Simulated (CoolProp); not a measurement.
A single-stage vapour-compression cycle with the fluid: evaporating at 324.15 K (dew point), condensing at 375.15 K (bubble point), superheat 10 K, subcooling 2 K, compressor efficiency 0.9, no pressure losses. The same conditions are run with several fluids, on thermodynamics alone (safety and materials aside).

Computed with CoolProp (reference Helmholtz-energy equation of state of each fluid (n-perfluorobutane: Gao 2022; n-perfluoropentane: Gao 2022; R141b: Lemmon 2006; n-butane: Bücker 2006; isobutene: Lemmon 2005; R365MFC: Lemmon 2016)).

Question: Rank n-perfluorobutane, n-perfluoropentane, R141b, n-butane, isobutene, R365MFC by cooling COP, highest first.

Answer: R141b (4.73), R365MFC (4.32), n-butane (4.12), isobutene (4.08), n-perfluoropentane (3.06), n-perfluorobutane (2.12)

| fluid | pressure ratio | discharge temperature (K) | refrigerating effect (kJ/kg) | volumetric capacity (kJ/m³) |
|---|---|---|---|---|
| n-perfluorobutane | 3.24 | 375.1 | 23.0 | 1330 |
| n-perfluoropentane | 3.83 | 375.1 | 35.7 | 853 |
| R141b | 3.75 | 384.0 | 161 | 1350 |
| n-butane | 3.12 | 377.6 | 215 | 2570 |
| isobutene | 3.04 | 381.5 | 212 | 3070 |
| R365MFC | 4.18 | 375.1 | 120 | 996 |

The compression ends wet for: n-perfluorobutane; n-perfluoropentane; R365MFC.
